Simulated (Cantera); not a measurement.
# Stirred combustor or abatement burner

A perfectly stirred reactor is fed with CH₃OH : O₂ : N₂ = 1 : 2.5 : 9.4 (molar parts), at 5.00 bar; it is adiabatic with a 750 K inlet, and is followed from long to short residence time, starting on the burning branch (τ in s: 0.21, 0.076, 0.028, 0.01, 0.0039, 0.0014, 0.00053, 0.00019, 7.2e-05).

Model: GRI-Mech 3.0 (53 species, 325 reactions), integrated in Cantera. GRI-Mech 3.0 was tuned for natural gas; its chemistry of methanol as a main component is partial and can be far from experiment.

```csv
τ (s),T (K),x CH₃OH,x O₂,x OH,x O,x CO₂,x NO,x CO
0.21,2063,2.22e-7,0.0736,0.00176,0.000135,0.0743,0.00129,0.000295
0.076,2064,5.93e-7,0.0740,0.00181,0.000143,0.0742,0.000561,0.000336
0.028,2064,1.52e-6,0.0742,0.00192,0.000161,0.0741,0.000244,0.000434
0.010,2061,3.75e-6,0.0743,0.00215,0.000205,0.0739,0.000115,0.000675
0.0039,2054,7.97e-6,0.0744,0.00253,0.000292,0.0734,6.66e-5,0.00114
0.0014,2042,1.69e-5,0.0748,0.00316,0.000478,0.0723,4.19e-5,0.00214
0.00053,2021,3.35e-5,0.0755,0.00392,0.000790,0.0703,2.77e-5,0.00392
0.00019,1983,7.01e-5,0.0770,0.00472,0.00129,0.0666,1.66e-5,0.00742
7.2e-5,1921,0.000156,0.0803,0.00503,0.00180,0.0597,8.75e-6,0.0138
```
x: mole fraction; the columns are a selection and need not sum to one.
